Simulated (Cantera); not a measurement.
A closed system holds: 1 mol Si, 4.1 mol F₂, at 0.0170 bar.

These are equilibrium values from Cantera (NASA tables, ideal gas, pure condensed phases), not measurements of a reactor. Candidate condensed phases: Si; 9 gas species. The numbers say what is thermodynamically allowed, not how fast it happens.

log p: log10 of the partial pressure in bar; nothing condenses.

```csv
T (K),log p F,log p F₂,log p SiF₄
623,-4.56,-1.94,-2.26
723,-3.62,-1.95,-2.26
823,-2.92,-1.98,-2.28
923,…,…,-2.31
1023,…,…,…
1123,-1.93,-2.79,-2.45
1223,-1.88,-3.32,-2.47
1323,-1.87,-3.83,-2.48
1423,-1.86,-4.29,-2.48
1523,-1.86,-4.69,-2.49
1623,-1.86,-5.04,-2.49
```

Problem. Fill in the missing entries.

Solution. 
- 1023, log p F: -2.08
- 1023, log p F₂: -2.34
- 1023, log p SiF₄: -2.38
- 923, log p F: -2.41
- 923, log p F₂: -2.08
